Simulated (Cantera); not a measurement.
A closed system holds: 1 mol SiH₂Cl₂, 4.2 mol H₂, held at 1250 K and 0.0890 bar.

These are equilibrium values from Cantera (NASA tables, ideal gas, pure condensed phases), not measurements of a reactor. The tables' values for SiCl₃ are old estimates; treat these amounts as uncertain. Rates play no part.

| species | before | after |
|---|---|---|
| H₂ | 0.835 | 0.997 |
| HCl | 0.0845 | 0.00337 |
| SiCl₂ | 0.0215 | 2.87e-5 |
| SiCl₄ | 0.0356 | 6.34e-8 |
| SiCl₃ | 0.0104 | 5.04e-7 |
| SiHCl₃ | 0.0125 | 6.67e-7 |
| SiH₂Cl₂ | 0.000599 | 9.54e-7 |
| Si(s), mol | 0.526 | 0.982 |
Gas species are given as mole fractions.

Problem. Name the change that produced these shifts.
A) H₂ from 4.2 to 580 mol
B) temperature from 1250 K to 1173.15 K
C) H₂ from 4.2 to 58 mol
D) H₂ from 4.2 to 10 mol

Solution. A, H₂ from 4.2 to 580 mol
